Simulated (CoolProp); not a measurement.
Vapour-liquid equilibrium of R152A (1) + n-butane (2) at 48.15 °C; x and y are mole fractions of (1).

The numbers come from the multi-fluid Helmholtz-energy mixture model, Outcalt 1996 and Bücker 2006; pair parameters Bell 2016 in CoolProp.

| x | bubble pressure, mixture model (MPa) | bubble pressure, Raoult's law (MPa) | y, mixture model | y, Raoult's law |
|---|---|---|---|---|
| 0.05 | 0.5985 | 0.5048 | 0.222 | 0.111 |
| 0.125 | 0.7424 | 0.5537 | 0.392 | 0.254 |
| 0.2 | 0.8464 | 0.6026 | 0.485 | 0.373 |
| 0.275 | 0.9230 | 0.6514 | 0.547 | 0.474 |
| 0.35 | 0.9811 | 0.7003 | 0.592 | 0.562 |
| 0.425 | 1.027 | 0.7492 | 0.630 | 0.638 |
| 0.5 | 1.064 | 0.7980 | 0.664 | 0.704 |
| 0.575 | 1.094 | 0.8469 | 0.697 | 0.763 |
| 0.65 | 1.119 | 0.8958 | 0.732 | 0.815 |
| 0.725 | 1.139 | 0.9446 | 0.771 | 0.863 |
| 0.8 | 1.151 | 0.9935 | 0.816 | 0.905 |
| 0.875 | 1.153 | 1.042 | 0.871 | 0.943 |
| 0.95 | 1.142 | 1.091 | 0.941 | 0.978 |

The largest gap from Raoult's law is +41.7 % in bubble pressure, at x = 0.275. y crosses x between x = 0.8 and 0.875: the model has an azeotrope there.

Pair parameters are fitted to limited data, so mixtures are less certain than the pure fluids.
